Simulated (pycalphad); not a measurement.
An equivalent pycalphad script:

```python
from pycalphad import Database, equilibrium, calculate, variables as v
import numpy as np
db = Database('COST507.tdb')
comps = ['AL', 'FE', 'SI', 'VA']
phases = ['AL13FE4', 'AL2FE', 'AL5FE2', 'AL5FE4', 'ALFESI_ALPHA', 'ALFESI_BETA', 'ALFESI_DELTA', 'ALFESI_GAMMA', 'ALFESI_TAU1', 'ALFESI_TAU3', 'BCC_B2', 'DIAMOND_A4', 'FCC_A1', 'FE2SI', 'FE5SI3', 'FESI', 'FESI2_H', 'FESI2_L', 'LIQUID']
eq = equilibrium(db, comps, phases, {v.X('FE'): 0.0019, v.X('SI'): 0.0052, v.T: np.arange(1850, 499, -40), v.P: 101325, v.N: 1}, output=['HM', 'SM'])
```

Source of the numbers: pycalphad with the COST 507 light-alloy database (1999); pressure 1 atm. The data set is of 1999 and partly superseded. Phase fractions are per mole of atoms.

Results at three of the temperatures:

```
T = 1690.00 K, P = 101325 Pa, N = 1 mol of atoms
G = -100370 J/mol, H = 52809 J/mol, S = 90.64 J/(mol K)  (SER reference)
chemical potentials (J/mol): Al -99825, Fe -236277, Si -154780
phase             fraction      x(Al)      x(Fe)      x(Si)
LIQUID              1.0000     0.9929     0.0019     0.0052
```

```
T = 850.00 K, P = 101325 Pa, N = 1 mol of atoms
G = -33196 J/mol, H = 15355 J/mol, S = 57.12 J/(mol K)  (SER reference)
chemical potentials (J/mol): Al -33002, Fe -137030, Si -32228
phase             fraction      x(Al)      x(Fe)      x(Si)
FCC_A1              0.9904     0.9955   7.55e-05     0.0044
ALFESI_ALPHA        0.0095     0.7257     0.1900     0.0843
ALFESI_BETA         0.0001     0.7000     0.1500     0.1500
```

```
T = 610.00 K, P = 101325 Pa, N = 1 mol of atoms
G = -20650 J/mol, H = 8043 J/mol, S = 47.04 J/(mol K)  (SER reference)
chemical potentials (J/mol): Al -20463, Fe -135625, Si -14194
phase             fraction      x(Al)      x(Fe)      x(Si)
FCC_A1              0.9851     0.9990   3.35e-07     0.0010
ALFESI_BETA         0.0127     0.7000     0.1500     0.1500
DIAMOND_A4          0.0023   1.66e-09       none     1.0000
```

Changes of the phase set, refined by bisection:

```tsv
T (K)	phases above	phases below
929.0	LIQUID	FCC_A1 + LIQUID
915.7	FCC_A1 + LIQUID	AL13FE4 + FCC_A1 + LIQUID
904.9	AL13FE4 + FCC_A1 + LIQUID	ALFESI_ALPHA + FCC_A1 + LIQUID
900.4	ALFESI_ALPHA + FCC_A1 + LIQUID	ALFESI_ALPHA + FCC_A1
850.4	ALFESI_ALPHA + FCC_A1	ALFESI_ALPHA + ALFESI_BETA + FCC_A1
816.2	ALFESI_ALPHA + ALFESI_BETA + FCC_A1	ALFESI_BETA + FCC_A1
695.8	ALFESI_BETA + FCC_A1	ALFESI_BETA + DIAMOND_A4 + FCC_A1
```

Database names, with the compositions (at.%) that they take in these runs: ALFESI_ALPHA: Al 73 Fe 19 Si 8; ALFESI_BETA: Al 70 Fe 15 Si 15. FCC_A1 is fcc; DIAMOND_A4 is diamond (Si). An entry "none" or "no" means that the model of the phase leaves that element out.
